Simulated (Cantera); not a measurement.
Mixture: H₂ : O₂ : N₂ : H₂O = 1 : 0.294 : 1.11 : 0.33 (molar parts), equivalence ratio 1.7, at 88000 Pa, adiabatic and at constant pressure. Ignition delay is the time to a rise of 400 K.

Computed with Cantera and the H2/O2 subset of GRI-Mech 3.0, which has no nitrogen chemistry. Where the delays flatten at high temperature, the 400 K rule measures the pace of heat release, not the induction time.

Q: What does this change do: pressure from 88000 Pa to 410000 Pa?

A: 
| quantity | before | after |
|---|---|---|
| delay at 975 K | 25.4 ms | 24.5 ms |
| delay at 1050 K | 0.439 ms | 4.32 ms |
| delay at 1125 K | 0.130 ms | 0.774 ms |
| delay at 1200 K | 72.4 µs | 0.104 ms |
| delay at 1275 K | 48.6 µs | 18.6 µs |
| delay at 1350 K | 36.3 µs | 9.29 µs |
| delay at 1425 K | 29.4 µs | 6.08 µs |
The hydrogen kinetics of GRI-Mech 3.0 are dated; newer H2 mechanisms differ, most at raised pressure.

Q: What does this change do: constant volume in place of constant pressure?

A: 
```csv
quantity,before,after
delay at 975 K,25.4 ms,24.7 ms
delay at 1050 K,0.439 ms,0.431 ms
delay at 1125 K,0.130 ms,0.125 ms
delay at 1200 K,72.4 µs,68.8 µs
delay at 1275 K,48.6 µs,45.3 µs
delay at 1350 K,36.3 µs,32.8 µs
delay at 1425 K,29.4 µs,25.6 µs
```

Q: What does this change do: pressure from 88000 Pa to 170000 Pa?

A: 
```csv
quantity,before,after
delay at 975 K,25.4 ms,34.1 ms
delay at 1050 K,0.439 ms,3.34 ms
delay at 1125 K,0.130 ms,0.146 ms
delay at 1200 K,72.4 µs,46.6 µs
delay at 1275 K,48.6 µs,26.8 µs
delay at 1350 K,36.3 µs,18.4 µs
delay at 1425 K,29.4 µs,13.9 µs
```
